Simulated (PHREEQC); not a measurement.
Dissolve 35 mmol/kgw NaHSO4 and 0.11 mmol/kgw Na2HPO4 at 70 °C. Closed to the air; pH follows from the charge balance.

Model: ion-association model, phreeqc.dat, run in PHREEQC.

This is a speciation only: nothing precipitates in the calculation.

Order these S species by the share of S that they hold, largest first: SO4-2, HSO4-, NaSO4-.

HSO4- (61 %), SO4-2 (36 %), NaSO4- (3.2 %)

The pH is 1.95 and the ionic strength 0.0599 mol/kgw. Constants without temperature data keep their 25 °C values here.
